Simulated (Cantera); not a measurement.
Feed: 1 mol Si3N4, 0.01 mol O2, 20 mol N2, held at 1202 °C and 0.160 Pa.

Cantera equilibrium calculation (NASA polynomials, part measured and part estimated; ideal gas, pure solids and liquids). Candidate condensed phases: Si, SiO2, Si2N2O, Si3N4; 16 gas species. Rates play no part.

Base state: N2 0.995, Si 0.00359, SiO 0.000905 (mole fractions); condensed: Si(s).

### Question
What changes in the equilibrium state with this change: pressure from 0.160 Pa to 95.0 Pa?

### Answer
| species | before | after |
|---|---|---|
| N2 | 0.995 | 1.000 |
| SiO | 0.000905 | 0.000153 |
| Si | 0.00359 | 5.88e-7 |
| Si(s), mol | 2.90 | 0 |
| Si2N2O(s), mol | 0 | 0.0169 |
| Si3N4(s), mol | 0 | 0.988 |
Mutual solubility and eutectic melting of coexisting phases are not modelled.
